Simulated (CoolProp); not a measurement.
Properties of sulfur dioxide along the isotherm 127.05 °C.

Computed with CoolProp (reference Helmholtz-energy equation of state, Gao 2016).

```
p (kPa)   phase  density (kg/m³)  cp (kJ/(kg K))  speed of sound (m/s)  expansivity (1/kK)
-------  ------  ---------------  --------------  --------------------  ------------------
1640        gas                ?          0.8184                 237.7               3.598
3290        gas            81.90           1.105                 217.8               6.026
4930     liquid            979.7           2.152                     ?               7.700
6570     liquid             1005           1.953                 417.7               6.208
8220     liquid             1025           1.832                 451.1               5.334
9860     liquid             1042           1.749                 479.5               4.750
11500    liquid             1057           1.688                 504.6                   ?
13100    liquid             1070           1.641                 526.8               4.000
14800    liquid             1082           1.600                 548.2               3.726
16400    liquid             1092           1.568                 566.9               3.513
18100    liquid             1102           1.540                 585.4               3.322
19700    liquid             1111           1.516                 601.7               3.169
```

### Question
Complete the blanks.

### Answer

- 1640, density (kg/m³): 35.12
- 4930, speed of sound (m/s): 377.1
- 11500, expansivity (1/kK): 4.323
